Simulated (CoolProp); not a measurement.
A Linde-Hampson liquefier for dry air: isothermal reversible compression at 200 K from 1 atm to 15 MPa, throttling to 1 atm, return gas leaving the recuperator 10 K below the feed. Each further row changes one setting.

The numbers come from the reference Helmholtz-energy equation of state, Lemmon 2000 in CoolProp. It is a pseudo-pure fit of the blend.

```tsv
case	liquid yield per pass	compression work (kJ/kg of gas)
as stated	___	270
high pressure 30 MPa	___	___
warm-end temperature 230 K	___	___
warm-end gap 15 K	___	270
```

Problem. What belongs in the gaps?

Solution. 
- as stated, liquid yield per pass: 0.192
- high pressure 30 MPa, liquid yield per pass: 0.256
- high pressure 30 MPa, compression work (kJ/kg of gas): 305
- warm-end temperature 230 K, liquid yield per pass: 0.119
- warm-end temperature 230 K, compression work (kJ/kg of gas): 320
- warm-end gap 15 K, liquid yield per pass: 0.179
